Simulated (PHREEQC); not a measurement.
Solution (35 °C): 0.0014 mol/kgw K2HPO4, 3.7e-05 mol/kgw H2SeO3 and 0.044 mol/kgw CsCl. Closed to the air; pH follows from the charge balance.

The numbers come from PHREEQC with the ion-association model, wateq4f.dat.

No solid was allowed to form.

Task: Estimate the pH, ionic strength.

Result: pH 8.27; ionic strength 0.0481 mol/kgw.

Task: In which forms is P present?

Result: HPO4-2 95 %, H2PO4- 4.4 % of the P.

H3PO4, which wateq4f.dat lacks, is added to it with the constant of phreeqc.dat.
